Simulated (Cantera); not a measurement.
Charge: 1 mol C2H4, 0.01 mol NH3, 0.39 mol H2, equilibrated at 77.0 Pa.

Equilibrium computed with Cantera from the NASA thermochemical tables; the gas is ideal and each condensed phase is pure. Candidate condensed phases: C, C6H6, C7H8, C8H18; 110 gas species. Ions and electrons are included (thermal ionisation). Kinetics and transport are ignored. All values below are at 3500 K.

Base state: H 0.730, C 0.242, C2 0.0167, C3 0.00932, H2 0.00118, CN 0.00109, C2H 0.000193, N2 0.000160 (mole fractions); condensed: gas only.

What changes in the equilibrium state with this change: pressure from 77.0 Pa to 0.133 bar?


```csv
species,before,after
H,0.730,0.658
H2,0.00118,0.166
C3,0.00932,0.0926
C,0.242,0.0167
C2H2 (acetylene),9.90e-7,0.0200
C2H,0.000193,0.0250
C2,0.0167,0.0138
C4H2,<1e-9,0.00101
C6H2,<1e-9,5.45e-5
```

What changes in the equilibrium state with this change: NH3 from 0.01 to 0.24 mol?


```tsv
species	before	after
H	0.730	0.742
C	0.242	0.216
C2	0.0167	0.0133
N2	0.000160	0.0116
N	0.000101	0.000861
HCN	1.13e-5	8.76e-5
HNC	2.99e-6	2.32e-5
CN	0.00109	0.00827
```
